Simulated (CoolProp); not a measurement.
Saturated liquid density (kg/m³) of R152A: the reference equation beside estimates from Tc = 386.4 K, pc = 4.517 MPa, ω = 0.275. Rackett uses Z = 0.29056 − 0.08775 ω.

Computed with CoolProp (reference Helmholtz-energy equation of state, Outcalt 1996). It is a modified Benedict-Webb-Rubin equation, recast in Helmholtz form.

```csv
T (K),reference,Rackett,van der Waals,Redlich-Kwong,Peng-Robinson
251.5,1006,928.0,551.7,806.7,(withheld)
259.4,989.4,912.6,542.9,791.2,931.9
267.3,972.2,896.8,533.8,775.1,915.4
275.2,954.5,880.5,524.3,758.3,897.9
283.1,936.2,863.6,514.5,740.7,879.3
291,917.3,846.2,504.1,722.2,859.5
298.9,897.6,828.1,493.4,(withheld),838.3
306.8,877.0,809.2,482.0,682.5,815.6
314.7,855.3,789.4,470.1,661.0,791.1
322.6,832.4,768.5,457.4,(withheld),764.7
330.5,808.0,746.3,443.9,613.7,735.9
338.4,781.6,722.5,429.3,587.6,704.5
346.3,752.8,696.6,413.5,559.2,(withheld)
```

**Question.** Some entries are withheld; supply them.

**Answer.** 
- 251.5, Peng-Robinson: 947.5
- 298.9, Redlich-Kwong: 702.9
- 322.6, Redlich-Kwong: 638.1
- 346.3, Peng-Robinson: 669.6

Absolute difference from the reference over all 13 rows, mean and median: Rackett 7.7 and 7.7 %, van der Waals 45.1 and 45.1 %, Redlich-Kwong 22.1 and 21.7 %, Peng-Robinson 7.3 and 6.6 %.
